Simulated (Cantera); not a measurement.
An isothermal, constant-pressure homogeneous reactor starts with H2 : O2 : N2 = 0.39 : 1 : 0.58 (molar parts), equivalence ratio 0.20, at 1075 K and 1.00 bar.

Detailed kinetics in Cantera: the H2/O2 subset of GRI-Mech 3.0, which has no nitrogen chemistry. The temperature is held fixed by assumption; the heat of reaction is taken as removed at once.

x: mole fraction; the columns are a selection and need not sum to one.

```csv
t (s),x H2,x O2,x H2O,x HO2,x H2O2,x H
9.00e-5,0.0398,0.463,0.175,0.000424,6.74e-5,0.000343
0.000385,…,0.461,0.189,…,…,…
0.00164,0.0203,0.459,0.197,0.000194,0.000453,3.52e-6
0.00702,0.00715,0.455,0.212,0.000100,0.000165,8.28e-7
0.0300,0.000936,0.454,0.219,2.08e-5,8.49e-6,3.80e-8
0.128,…,0.454,0.220,…,…,9.61e-10
0.548,7.43e-6,0.454,0.220,3.08e-7,3.26e-9,3.11e-11
2.34,2.73e-10,0.454,0.220,8.43e-9,7.70e-10,<1e-12
10.0,2.30e-10,0.454,0.220,7.51e-9,1.02e-9,<1e-12
```

Task: Some entries are withheld; supply them.

Result: 
- 0.000385, x H2: 0.0275
- 0.000385, x HO2: 0.000212
- 0.000385, x H2O2: 0.000322
- 0.000385, x H: 4.52e-6
- 0.128, x H2: 9.89e-5
- 0.128, x HO2: 2.93e-6
- 0.128, x H2O2: 1.83e-7
